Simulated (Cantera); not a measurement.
Carbothermic reduction: PbO + C + N2

A closed system holds: 1 mol PbO, 0.4 mol C, 6.2 mol N2, at 7.90 bar.

Cantera equilibrium calculation (NASA polynomials, part measured and part estimated; ideal gas, pure solids and liquids). Candidate condensed phases: C, Pb, PbO, PbO2, Pb3O4; 27 gas species. Gases not in the tables: (PbO)n polymers. Rates play no part.

| T (K) | x N2 | x Pb | x CO2 | x PbO | x CO | n Pb(l) |
|---|---|---|---|---|---|---|
| 1898 | 0.852 | 0.0635 | 0.0535 | 0.0288 | 0.00151 | 0.326 |
| 1948 | 0.832 | 0.0848 | 0.0512 | 0.0291 | 0.00244 | 0.147 |
| 1998 | 0.816 | 0.101 | 0.0492 | 0.0296 | 0.00347 | 0 |
| 2048 | 0.816 | 0.101 | 0.0485 | 0.0302 | 0.00416 | 0 |
| 2098 | 0.816 | 0.100 | 0.0477 | 0.0308 | 0.00491 | 0 |
| 2148 | 0.816 | 0.0996 | 0.0469 | 0.0314 | 0.00572 | 0 |
| 2198 | 0.815 | 0.0990 | 0.0460 | 0.0321 | 0.00660 | 0 |
| 2248 | 0.815 | 0.0984 | 0.0451 | 0.0327 | 0.00755 | 0 |
x: gas mole fraction; n: condensed amount in mol.

From 1898 K to 1948 K the condensed part is Pb(l). From 1998 K to 2248 K nothing is condensed.
